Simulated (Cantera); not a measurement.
Feed: 1 mol CuO, 4.5 mol F₂, 3.8 mol H₂, held at 1098.15 K and 100000 Pa.

These are equilibrium values from Cantera (NASA tables, ideal gas, pure condensed phases), not measurements of a reactor. Candidate condensed phases: Cu, CuF₂, CuO, Cu(OH)₂, Cu₂O, H₂O; 27 gas species. Mutual solubility and eutectic melting of coexisting phases are not modelled. Rates play no part.

Base state: HF 0.953, O₂ 0.0441, H₂O 0.00264, CuF₂ 0.000179, H₂F₂ 2.62e-5, CuF 1.60e-5 (mole fractions); condensed: CuF₂(s) + CuO(s).

### Question
What changes in the equilibrium state with this change: pressure from 100000 Pa to 35000 Pa?

### Answer
```json
[
 {"species": "HF", "before": "0.953", "after": "0.954"},
 {"species": "O₂", "before": "0.0441", "after": "0.0441"},
 {"species": "H₂O", "before": "0.00264", "after": "0.000927"},
 {"species": "CuF₂", "before": "0.000179", "after": "0.000510"},
 {"species": "CuF", "before": "1.60e-5", "after": "5.96e-5"},
 {"species": "H₂F₂", "before": "2.62e-5", "after": "9.21e-6"},
 {"species": "CuF₂(s), mol", "before": "0.719", "after": "0.703"},
 {"species": "CuO(s), mol", "before": "0.279", "after": "0.292"}
]
```

### Question
What changes in the equilibrium state with this change: H₂ from 3.8 to 17 mol?

### Answer
| species | before | after |
|---|---|---|
| H₂ | <1e-9 | 0.535 |
| HF | 0.953 | 0.419 |
| H₂O | 0.00264 | 0.0465 |
| O₂ | 0.0441 | <1e-9 |
| CuF | 1.60e-5 | 4.70e-9 |
| CuF₂ | 0.000179 | <1e-9 |
| H₂F₂ | 2.62e-5 | 5.06e-6 |
| CuF₂(s), mol | 0.719 | 0 |
| CuO(s), mol | 0.279 | 0 |
| Cu(s), mol | 0 | 1.00 |
